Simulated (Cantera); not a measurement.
Cantera run, input and output.

```python
import numpy as np
import cantera as ct

gas = ct.Solution("gri30.yaml")
gas.TPX = 1223, 9700, {'C2H6': 1, 'N2': 17}
reactor = ct.IdealGasConstPressureReactor(gas, energy="off", clone=False)
net = ct.ReactorNet([reactor])
net.rtol, net.atol = 1e-08, 1e-18
show = ['C2H6', 'CH3', 'H2', 'HCN', 'C2H2', 'C2H4', 'C2H']
times = np.geomspace(0.0003, 4, 10)

steps = ct.SolutionArray(gas, extra=["t"])
rows = []
print(f"{'t/s':>10s}{'T/K':>9s}{'P/Pa':>11s}" + "".join(f"{s:>11s}" for s in show))
for t in times:
    while net.time < t:
        t_next = net.step()
        steps.append(gas.state, t=t_next)
    rows.append([np.interp(t, steps.t, y) for y in (steps.T, steps.P, *steps(*show).X.T)])
    print(f"{t:10.3e}{rows[-1][0]:9.1f}{rows[-1][1]:11.4g}" + "".join(f"{x:11.3e}" for x in rows[-1][2:]))
rate = np.gradient(steps.T, steps.t)
print("integrator steps:", len(steps.t))
if steps.T.max() > steps.T[0] + 200:
    print(f"time of steepest temperature rise: {steps.t[rate.argmax()]:.4e} s")
gas.TPX = 1223, 9700, {'C2H6': 1, 'N2': 17}
gas.equilibrate("TP")
print(f"equilibrium (TP): T = {gas.T:.1f} K  " + "  ".join(f"{s} {gas[s].X[0]:.3e}" for s in show))
```

Output:

```
       t/s      T/K       P/Pa       C2H6        CH3         H2        HCN       C2H2       C2H4        C2H
 3.000e-04   1223.0       9700  5.554e-02  1.946e-05  5.004e-06  6.164e-15  4.149e-11  5.244e-06  1.159e-18
 8.619e-04   1223.0       9700  5.540e-02  4.303e-05  9.766e-05  3.105e-12  1.415e-08  1.003e-04  6.711e-15
 2.476e-03   1223.0       9700  5.427e-02  8.802e-05  1.010e-03  1.052e-10  1.714e-06  1.050e-03  1.328e-12
 7.114e-03   1223.0       9700  4.972e-02  1.077e-04  4.783e-03  3.392e-10  4.285e-05  4.977e-03  9.358e-12
 2.044e-02   1223.0       9700  3.753e-02  9.436e-05  1.506e-02  5.545e-10  4.564e-04  1.519e-02  3.698e-11
 5.872e-02   1223.0       9700  1.462e-02  5.879e-05  3.570e-02  7.487e-10  3.248e-03  3.220e-02  1.428e-10
 1.687e-01   1223.0       9700  1.251e-03  1.479e-05  5.387e-02  8.407e-10  1.170e-02  3.491e-02  2.176e-10
 4.846e-01   1223.0       9700  9.356e-05  3.915e-06  6.183e-02  8.419e-10  1.915e-02  2.808e-02  1.002e-10
 1.392e+00   1223.0       9700  1.814e-05  1.716e-06  6.756e-02  8.375e-10  2.512e-02  2.187e-02  5.736e-11
 4.000e+00   1223.0       9700  1.037e-05  1.363e-06  7.481e-02  8.315e-10  3.274e-02  1.387e-02  5.878e-11
integrator steps: 1175
equilibrium (TP): T = 1223.0 K  C2H6 1.282e-06  CH3 7.103e-07  H2 8.339e-02  HCN 4.748e-02  C2H2 2.002e-02  C2H4 1.368e-03  C2H 1.527e-11
```

Model: GRI-Mech 3.0 (53 species, 325 reactions), integrated in Cantera. GRI-Mech 3.0 stops at C3 and has no aromatics, soot or wall deposition, so with more carbon than oxygen in the feed, carbon stays in small species such as C2H2 where larger ones or solid carbon would form.
